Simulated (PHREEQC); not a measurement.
Solution (80 °C): 130 mmol/kgw NH4HF2, 20 mmol/kgw H2SiF6 and 0.32 mmol/kgw HCl. Closed to the air; pH follows from the charge balance.

All values are PHREEQC results (ion-association model, phreeqc.dat), not measurements.

Each row changes one thing in this solution. No solid was allowed to form.

```
case                                          pH  ionic strength (mol/kgw)  HF (mol/kgw)  F- (mol/kgw)  HF2- (mol/kgw)
------------------------------------  ----------  ------------------------  ------------  ------------  --------------
as made                                     3.11                     0.151         0.136        0.0574          0.0333
HCl from 0.00032 to 0.0032 mol/kgw    (withheld)                     0.151         0.139    (withheld)          0.0327
HCl from 0.00032 to 0.000288 mol/kgw        3.11                     0.151         0.136        0.0574          0.0333
diluted 10-fold with water                  3.33                    0.0155    (withheld)       0.00890        0.000607
NH4HF2 left out                             1.57                    0.0471        0.0266      0.000286         3.26e-5
H2SiF6 left out                             3.49                     0.130        0.0930        0.0931          0.0369
diluted 2-fold with water                   3.19                    0.0758        0.0735        0.0347          0.0109
temperature from 80 to 65 °C                2.98                     0.151         0.135        0.0572          0.0338
```

Problem. Complete the blanks.

Solution. 
- HCl from 0.00032 to 0.0032 mol/kgw, pH: 3.08
- HCl from 0.00032 to 0.0032 mol/kgw, F- (mol/kgw): 0.0551
- diluted 10-fold with water, HF (mol/kgw): 0.0159

Species that the database lacks are ignored. Some of these states are supersaturated (in Quartz (slow to form), Chalcedony (slow to form), for instance). Away from 25 °C the constants follow the database's enthalpies or fits; those with neither stay at their 25 °C values. SiF6-2 is the database's only silicon fluoride.
